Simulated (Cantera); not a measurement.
**Diamond growth**

A diamond (100) surface in a fixed gas of H2 with x(CH4) = 0.019, x(H) = 0.033, at 923 K, 16000 Pa; coverages are run to steady state.

Computed with Cantera and the Harris–Goodwin 1993 mechanism for the reconstructed diamond (100) surface.

```csv
x(CH3),growth (µm/h),θ c6HH,θ c6H*,θ c6*H,θ c6**,θ c6HM
1e-06,0.0579,0.669,0.0131,0.312,0.00550,2.32e-5
2.7e-06,0.156,0.669,0.0131,0.312,0.00550,6.26e-5
7.4e-06,0.428,0.669,0.0131,0.312,0.00550,0.000172
2e-05,1.16,0.669,0.0131,0.312,0.00550,0.000464
5.5e-05,3.18,0.668,0.0131,0.312,0.00549,0.00127
0.00015,8.64,0.666,0.0130,0.311,0.00547,0.00346
0.00041,23.4,0.661,0.0129,0.308,0.00542,0.00939
0.0011,61.5,0.649,0.0127,0.302,0.00528,0.0247
0.003,158,0.616,0.0120,0.287,0.00494,0.0635
```
θ: site fractions in the mechanism's names (c6HH fully hydrogenated, c6H* and c6*H radical sites, c6** diradical, c6HM methylated).
